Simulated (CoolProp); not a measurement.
The fluid at 298.15 K and 0.137 MPa flows at 0.15 m/s in a round tube of 12.7 mm bore and 0.25 µm roughness, fully developed (64/Re and Nu = 3.66 if laminar; Colebrook and Gnielinski if turbulent). The same conditions are run with several fluids, on thermodynamics alone (safety and materials aside).

Model: reference Helmholtz-energy equation of state of each fluid (R236FA: Pan 2012; R507A: Lemmon 2003; R404A: Lemmon 2003; sulfur hexafluoride: Guder 2009; R227EA: Lemmon 2016), in CoolProp. Blends and air are pseudo-pure fits.

| fluid | Reynolds number | Darcy friction factor | pressure drop (Pa/m) | heat-transfer coefficient (W/(m² K)) | mass flow (kg/h) |
|---|---|---|---|---|---|
| R236FA | 1530 | ___ | 0.325 | ___ | ___ |
| R507A | ___ | ___ | 0.363 | 3.89 | 0.382 |
| R404A | 861 | ___ | 0.364 | 3.89 | 0.378 |
| sulfur hexafluoride | 1030 | 0.0624 | 0.453 | 3.75 | 0.561 |
| R227EA | 1610 | ___ | ___ | 3.84 | 0.668 |

Complete the blanks.


- R236FA, Darcy friction factor: 0.0417
- R236FA, heat-transfer coefficient (W/(m² K)): 3.65
- R236FA, mass flow (kg/h): 0.602
- R507A, Reynolds number: 874
- R507A, Darcy friction factor: 0.0733
- R404A, Darcy friction factor: 0.0743
- R227EA, Darcy friction factor: 0.0398
- R227EA, pressure drop (Pa/m): 0.344

Transport values come from each fluid's own correlations; those of R236FA, R227EA are estimates that may be off by 10 % or more.
